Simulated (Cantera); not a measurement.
Charge: 1 mol Pb, 2.8 mol O2, 0.37 mol N2, held at 6.20 mbar.

Method: chemical equilibrium by Gibbs-energy minimisation in Cantera with the NASA 1993 tables (ideal gas, pure condensed phases). Candidate condensed phases: Pb, PbO, PbO2, Pb3O4; 12 gas species. Gases not in the tables: (PbO)n polymers. Rates play no part.

log p: log10 of the partial pressure in bar; n: condensed amount in mol.

```tsv
T (°C)	log p O2	log p PbO	log p N2	log p Pb	log p NO	log p O	n PbO(yellow)	n PbO(l)
627	-2.27	-8.13	-3.07	-12.22	(withheld)	-12.41	1.000	0
677	-2.27	-7.28	-3.07	-10.99	(withheld)	-11.63	1.000	0
727	-2.27	-6.52	-3.07	-9.88	(withheld)	-10.94	1.000	0
777	-2.27	-5.83	-3.07	-8.88	(withheld)	-10.31	0.999	0
827	-2.27	-5.21	-3.07	-7.97	(withheld)	-9.74	0.997	0
877	-2.27	-4.64	-3.07	-7.15	(withheld)	-9.22	0.990	0
927	-2.28	-4.17	-3.07	-6.43	(withheld)	-8.74	0	0.970
977	-2.29	-3.74	-3.08	-5.78	(withheld)	-8.30	0	0.918
1027	-2.31	-3.35	-3.10	-5.18	(withheld)	-7.91	0	0.787
1077	-2.35	-2.98	-3.15	-4.60	(withheld)	-7.55	0	0.446
1127	-2.41	-2.79	-3.21	-4.21	(withheld)	-7.23	0	0
1177	-2.41	-2.80	-3.21	-4.05	(withheld)	-6.90	0	0
```

Q: Complete the blanks.

A: 
- 627, log p NO: -7.31
- 677, log p NO: -7.03
- 727, log p NO: -6.78
- 777, log p NO: -6.56
- 827, log p NO: -6.35
- 877, log p NO: -6.16
- 927, log p NO: -5.99
- 977, log p NO: -5.84
- 1027, log p NO: -5.71
- 1077, log p NO: -5.63
- 1127, log p NO: -5.56
- 1177, log p NO: -5.44
